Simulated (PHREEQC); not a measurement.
Consider water at 77 °C with 8.4 mmol/kgw H2SeO3. Closed to the air; pH follows from the charge balance.

Equilibrium calculation in PHREEQC: ion-association model, wateq4f.dat.

No solid was allowed to form.

Q: Predict the pH, ionic strength.

A: pH 2.52; ionic strength 0.00324 mol/kgw.

Q: In which forms is Se present?

A: H2SeO3 61 %, HSeO3- 39 % of the Se.

Complexes and solids missing from the database can't appear. Away from 25 °C the constants follow the database's enthalpies or fits; those with neither stay at their 25 °C values.
